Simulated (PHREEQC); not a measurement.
1.2 g of hydrous ferric oxide (600 m²/g; 0.2 weak and 0.005 strong sites per Fe, Dzombak-Morel constants, diffuse double layer) in 1 kg of water with 0.05 mol/kgw of an inert sodium salt and 0.19 mmol/kgw SrCl2, 6.2 mmol/kgw NiCl2 and 0.014 mmol/kgw NaF, at 25 °C; the pH is set by adding NaOH or the inert anion's acid. Oxygen is held at 0.21 atm. CO2 from the air is kept out. No solid was allowed to form.

Base run: PHREEQC, ion-association model, wateq4f.dat. Each further column changes one thing. The table gives Ni sorbed (%).

| pH | base | no electrostatic term (-no_edl) | background salt from 0.05 to 0.005 mol/kgw | oxide from 1.2 to 6 g/kgw | 0.001 mol/kgw ZnSO4 added |
|---|---|---|---|---|---|
| 4 | 0.0 | 0.0 | 0.0 | 0.1 | 0.0 |
| 5 | 0.8 | 1.0 | 0.8 | 3.8 | 0.6 |
| 5.5 | 1.7 | ? | 1.7 | 8.2 | 1.5 |
| 6.5 | 13.0 | 31.9 | 12.2 | 50.4 | 13.7 |
| 7 | 20.6 | 42.0 | 19.2 | 75.8 | 18.8 |
| 8 | 27.6 | 44.5 | 25.5 | 97.6 | 22.3 |
| 9 | 28.5 | 44.6 | 26.3 | 99.9 | ? |
| 9.5 | 28.0 | 44.6 | 25.8 | 100.0 | 27.7 |
| 10.5 | 24.6 | ? | 23.6 | 99.9 | 24.5 |
| 11 | 22.9 | 36.7 | 22.6 | ? | 22.8 |
| 12 | 17.6 | 1.5 | 18.4 | 87.1 | 17.3 |

Task: Fill in the missing entries.

Result: 
- 5.5, no electrostatic term (-no_edl): 2.7
- 9, 0.001 mol/kgw ZnSO4 added: 26.4
- 10.5, no electrostatic term (-no_edl): 43.9
- 11, oxide from 1.2 to 6 g/kgw: 99.4

In at least one series the solution becomes supersaturated in solids that the run did not let form, among them Ni(OH)2.
